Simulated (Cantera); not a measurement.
Charge: 1 mol CH₃SiH₃, 880 mol H₂, equilibrated at 0.340 bar.

These are equilibrium values from Cantera (NASA tables, ideal gas, pure condensed phases), not measurements of a reactor. Candidate condensed phases: C, C₆H₆, C₇H₈, C₈H₁₈, Si, SiC; 87 gas species. The feed counts by its element totals alone. Mutual solubility and eutectic melting of coexisting phases are not modelled. Gases not in the tables: Si₂H₆ and higher silanes. Rates play no part.

x: gas mole fraction; n: condensed amount in mol.

```
T (K)   x H₂       x H  x Si    x CH₄   x SiH₂  n Si(s)  n SiC(s)
-----  -----  --------  ----  -------  -------  -------  --------
1575   1.000   7.13e-5   ___  5.96e-6  3.76e-6  0.00124     0.995
1625   1.000  0.000121   ___  6.78e-6  5.57e-6        0     0.994
1675   1.000  0.000199   ___  8.81e-6  7.02e-6        0     0.992
1725   1.000  0.000318   ___  1.14e-5  8.65e-6        0     0.990
1775   0.999  0.000496   ___  1.45e-5  1.05e-5        0     0.986
1825   0.999  0.000755   ___  1.81e-5  1.28e-5        0     0.982
1875   0.999   0.00112   ___  2.16e-5  1.58e-5        0     0.974
1925   0.998   0.00164   ___  2.46e-5  2.02e-5        0     0.962
1975   0.998   0.00234   ___  2.65e-5  2.65e-5        0     0.941
```

### Question
What belongs in the gaps?

### Answer

- 1575, x Si: 1.69e-7
- 1625, x Si: 4.04e-7
- 1675, x Si: 7.97e-7
- 1725, x Si: 1.50e-6
- 1775, x Si: 2.71e-6
- 1825, x Si: 4.80e-6
- 1875, x Si: 8.47e-6
- 1925, x Si: 1.52e-5
- 1975, x Si: 2.75e-5
